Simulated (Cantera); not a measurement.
Stirred combustor or abatement burner

A perfectly stirred reactor is fed with 4.03 % C₃H₈, 20.2 % O₂, 75.8 % N₂, equivalence ratio 1.0, at 7500 Torr; it is adiabatic with a 350 K inlet, and is followed from long to short residence time, starting on the burning branch (τ in s: 0.027, 0.012, 0.005, 0.0021, 0.00092, 0.0004, 0.00017, 7.3e-05, 3.2e-05, 1.4e-05).

Computed with Cantera and GRI-Mech 3.0 (53 species, 325 reactions). GRI-Mech 3.0 was tuned for natural gas; its chemistry of propane as a main component is partial and can be far from experiment.

| τ (s) | T (K) | x C₃H₈ | x O₂ | x HCO | x HO₂ | x H₂O |
|---|---|---|---|---|---|---|
| 0.027 | 2341 | 1.16e-7 | 0.00438 | 1.27e-8 | 1.22e-6 | 0.151 |
| 0.012 | 2336 | 2.53e-7 | 0.00488 | 2.52e-8 | 1.43e-6 | 0.150 |
| 0.0050 | 2324 | 5.79e-7 | 0.00570 | 5.66e-8 | 1.87e-6 | 0.150 |
| 0.0021 | 2306 | 1.28e-6 | 0.00689 | 1.31e-7 | 2.67e-6 | 0.149 |
| 0.00092 | 2281 | 2.64e-6 | 0.00844 | 2.96e-7 | 4.06e-6 | 0.147 |
| 0.00040 | 2247 | 5.35e-6 | 0.0105 | 6.85e-7 | 6.52e-6 | 0.146 |
| 0.00017 | 2201 | 1.09e-5 | 0.0132 | 1.63e-6 | 1.10e-5 | 0.143 |
| 7.3e-5 | 2143 | 2.26e-5 | 0.0168 | 3.88e-6 | 1.89e-5 | 0.141 |
| 3.2e-5 | 2066 | 5.05e-5 | 0.0221 | 9.04e-6 | 3.43e-5 | 0.138 |
| 1.4e-5 | 350 | 0.0403 | 0.202 | <1e-12 | <1e-12 | <1e-12 |
x: mole fraction; the columns are a selection and need not sum to one.
